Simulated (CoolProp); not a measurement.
R236FA at several states: fugacity coefficient from the reference equation and from simpler models built on Tc = 398.1 K, pc = 31.91 bar, ω = 0.377; each cubic takes its own stable root.

Computed with CoolProp (reference Helmholtz-energy equation of state, Pan 2012).

```
T (K)  p (bar)   phase  reference
-----  -------  ------  ---------
324.3     0.23     gas     0.9947
211.6    0.528  liquid    0.06338
211.4    0.227  liquid     0.1449
253      0.216     gas     0.9877
```

Question: How far does each simpler model (Redlich-Kwong, Peng-Robinson) lie from the reference over these 4 states: mean and median of the absolute difference, and the worst?

Answer: 
- Redlich-Kwong: mean 190.7 %, median 190.4 %, worst +382.1 % at 211.4 K and 0.227 bar
- Peng-Robinson: mean 3.5 %, median 3.6 %, worst +7.0 % at 211.4 K and 0.227 bar
